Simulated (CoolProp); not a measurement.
Vapour-liquid equilibrium of carbon dioxide (1) + R227EA (2) at 7.65 °C; x and y are mole fractions of (1).

Model: multi-fluid Helmholtz-energy mixture model, Span 1996 and Lemmon 2016; pair parameters Bell 2016, in CoolProp.

Task: Give the bubble pressure and the first vapour's composition at x = 0.275, 0.35, 0.425. Is there an azeotrope?

Result: x = 0.275: 11.11 bar, y = 0.788; x = 0.35: 13.62 bar, y = 0.834; x = 0.425: 16.19 bar, y = 0.867. No azeotrope shows between x = 0.05 and 0.95.

Pair parameters are fitted to limited data, so mixtures are less certain than the pure fluids.
